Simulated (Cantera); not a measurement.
A Cantera script and its output.

```python
import numpy as np
import cantera as ct

gas = ct.Solution("gri30.yaml")
gas.TPX = 1300, 170000, {'C2H4': 1, 'O2': 1.88, 'N2': 7.05, 'H2O': 0.55}
reactor = ct.IdealGasReactor(gas, energy="on", clone=False)
net = ct.ReactorNet([reactor])
net.rtol, net.atol = 1e-08, 1e-16
show = ['C2H4', 'O2', 'H2O', 'HO2', 'CH4', 'H']
times = np.geomspace(3e-06, 2, 14)

steps = ct.SolutionArray(gas, extra=["t"])
rows = []
print(f"{'t/s':>10s}{'T/K':>9s}{'P/Pa':>11s}" + "".join(f"{s:>11s}" for s in show))
for t in times:
    while net.time < t:
        t_next = net.step()
        steps.append(gas.state, t=t_next)
    rows.append([np.interp(t, steps.t, y) for y in (steps.T, steps.P, *steps(*show).X.T)])
    print(f"{t:10.3e}{rows[-1][0]:9.1f}{rows[-1][1]:11.4g}" + "".join(f"{x:11.3e}" for x in rows[-1][2:]))
rate = np.gradient(steps.T, steps.t)
print("integrator steps:", len(steps.t))
if steps.T.max() > steps.T[0] + 200:
    print(f"time of steepest temperature rise: {steps.t[rate.argmax()]:.4e} s")
gas.TPX = 1300, 170000, {'C2H4': 1, 'O2': 1.88, 'N2': 7.05, 'H2O': 0.55}
gas.equilibrate("UV")
print(f"equilibrium (UV): T = {gas.T:.1f} K  " + "  ".join(f"{s} {gas[s].X[0]:.3e}" for s in show))
```

Result:

```
       t/s      T/K       P/Pa       C2H4         O2        H2O        HO2        CH4          H
 3.000e-06   1300.0    1.7e+05  9.542e-02  1.794e-01  5.248e-02  7.269e-10  4.974e-12  1.276e-10
 8.416e-06   1300.0    1.7e+05  9.542e-02  1.794e-01  5.248e-02  5.781e-09  1.219e-10  5.404e-10
 2.361e-05   1300.0    1.7e+05  9.542e-02  1.794e-01  5.248e-02  1.189e-07  5.241e-09  7.320e-09
 6.624e-05   1302.8  1.704e+05  9.480e-02  1.786e-01  5.263e-02  2.537e-04  1.250e-05  3.456e-05
 1.858e-04   2984.9  4.412e+05  1.004e-18  1.901e-03  1.362e-01  2.042e-06  2.890e-12  1.821e-02
 5.213e-04   2977.8  4.402e+05  1.069e-18  1.769e-03  1.357e-01  1.907e-06  3.041e-12  1.796e-02
 1.462e-03   2977.4  4.401e+05  1.073e-18  1.761e-03  1.357e-01  1.898e-06  3.051e-12  1.794e-02
 4.103e-03   2977.4  4.401e+05  1.073e-18  1.761e-03  1.357e-01  1.898e-06  3.051e-12  1.794e-02
 1.151e-02   2977.4  4.401e+05  1.073e-18  1.761e-03  1.357e-01  1.898e-06  3.051e-12  1.794e-02
 3.229e-02   2977.4  4.401e+05  1.073e-18  1.761e-03  1.357e-01  1.898e-06  3.051e-12  1.794e-02
 9.058e-02   2977.4  4.401e+05  1.073e-18  1.761e-03  1.357e-01  1.898e-06  3.051e-12  1.794e-02
 2.541e-01   2977.4  4.401e+05  1.073e-18  1.761e-03  1.357e-01  1.898e-06  3.051e-12  1.794e-02
 7.129e-01   2977.4  4.401e+05  1.073e-18  1.761e-03  1.357e-01  1.898e-06  3.051e-12  1.794e-02
 2.000e+00   2977.4  4.401e+05  1.073e-18  1.761e-03  1.357e-01  1.898e-06  3.051e-12  1.794e-02
integrator steps: 1589
time of steepest temperature rise: 7.8931e-05 s
equilibrium (UV): T = 2977.4 K  C2H4 1.143e-18  O2 1.761e-03  H2O 1.357e-01  HO2 1.898e-06  CH4 3.592e-12  H 1.794e-02
```

Model: GRI-Mech 3.0 (53 species, 325 reactions), integrated in Cantera. GRI-Mech 3.0 was tuned for natural gas; its chemistry of ethylene as a main component is partial and can be far from experiment.
